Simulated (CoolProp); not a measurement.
c-C4F8 (RC318) along the isobar 0.354 MPa: density (kg/m³) from the reference equation and from simpler models built on Tc = 388.4 K, pc = 2.778 MPa, ω = 0.355; each cubic takes its own stable root.

Computed with CoolProp (reference Helmholtz-energy equation of state, Platzer 1990). This equation is an older, rougher fit.

```
T (K)  phase  reference
-----  -----  ---------
386.6    gas      23.05
394.7    gas      22.50
402.8    gas      21.98
410.9    gas      21.48
419      gas      21.02
427.1    gas      20.57
435.2    gas      20.14
443.3    gas      19.74
451.4    gas      19.35
459.5    gas      18.97
467.6    gas      18.62
475.7    gas      18.27
483.8    gas      17.94
491.9    gas      17.63
500      gas      17.32
```

### Question
How far does each simpler model (ideal gas, Redlich-Kwong, Soave-Redlich-Kwong, Peng-Robinson) lie from the reference over these 15 states: mean and median of the absolute difference, and the worst?

### Answer
- ideal gas: mean 2.8 %, median 2.7 %, worst -4.4 % at 386.6 K and 0.354 MPa
- Redlich-Kwong: mean 0.3 %, median 0.3 %, worst +0.4 % at 500 K and 0.354 MPa
- Soave-Redlich-Kwong: mean 0.1 %, median 0.1 %, worst +0.1 % at 386.6 K and 0.354 MPa
- Peng-Robinson: mean 0.5 %, median 0.5 %, worst +0.7 % at 386.6 K and 0.354 MPa
